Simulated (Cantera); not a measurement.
Feed: 1 mol toluene, 1.4 mol CO2, equilibrated at 1925 K and 1.30 mbar.

Equilibrium computed with Cantera from the NASA thermochemical tables; the gas is ideal and each condensed phase is pure. Candidate condensed phases: C, C6H6, C7H8, C8H18, H2O; 110 gas species. Kinetics and transport are ignored.

**Question.** What is the equilibrium state?

**Answer.** 
- x(H2): 0.572
- x(CO): 0.408
- x(H): 0.0201
- x(C2H2 (acetylene)): 0.000262
- n(C(graphite)): 5.60 mol
- gas amount: 6.869 mol
